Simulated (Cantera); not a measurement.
Charge: 1 mol SiC, 0.003 mol H2O, 160 mol N2, at 4.00 Pa.

Cantera equilibrium calculation (NASA polynomials, part measured and part estimated; ideal gas, pure solids and liquids). Candidate condensed phases: C, C6H6, C7H8, C8H18, H2O, Si, SiC, SiO2, Si2N2O, Si3N4; 151 gas species. The numbers say what is thermodynamically allowed, not how fast it happens.

Q: At 1648 K, list the 4 most abundant gas species with their mole fractions, and the condensed phases.

A: N2 1.000, Si 7.94e-5, H 2.57e-5, CO 1.87e-5. Condensed: C(graphite) + SiC(s).
